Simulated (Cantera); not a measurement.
Input: 1 mol C₂F₆, 0.16 mol H₂, equilibrated at 823.15 K and 13.0 Pa.

These are equilibrium values from Cantera (NASA tables, ideal gas, pure condensed phases), not measurements of a reactor. Candidate condensed phases: C, C₆H₆, C₇H₈, C₈H₁₈; 95 gas species. The feed counts by its element totals alone. Condensed phases not in the tables: fluorocarbon polymer. Gases not in the tables: C₂F₆ and larger saturated fluorocarbons. Equilibrium is a limit: real reactors are often held back by kinetics, nucleation or transport.

Base state: CF₄ 0.816, HF 0.184 (mole fractions); condensed: C(graphite).

Problem. What changes in the equilibrium state with this change: H₂ from 0.16 to 2.6 mol?

Solution. 
```tsv
species	before	after
HF	0.184	0.963
CF₄	0.816	0.0370
C(graphite), mol	0.580	1.80
```

Problem. What changes in the equilibrium state with this change: temperature from 823.15 K to 1625 K?

Solution. 
```tsv
species	before	after
CF₄	0.816	0.789
HF	0.184	0.181
CF₂	<1e-9	0.0186
F	<1e-9	0.0108
CF₃	<1e-9	0.000994
C(graphite), mol	0.580	0.568
```
